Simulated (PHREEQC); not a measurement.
Solution (40 °C): 0.13 mol NaBF4 per kg of water. Closed to the air; pH follows from the charge balance.

Model: ion-association model, wateq4f.dat, run in PHREEQC.

This is a speciation only: nothing precipitates in the calculation.

Question: Order these F species by the share of F that they hold, largest first: BF2(OH)2-, F-, BF4-, BF3OH-, HF.

Answer: BF4- (93 %), BF3OH- (3.4 %), HF (1.9 %), F- (0.68 %), BF2(OH)2- (0.52 %)

The pH is 2.71 and the ionic strength 0.132 mol/kgw. At this temperature some constants are extrapolated from 25 °C, and those without enthalpy data are left unchanged. Real BF4- forms and hydrolyses slowly; the run takes it at equilibrium.
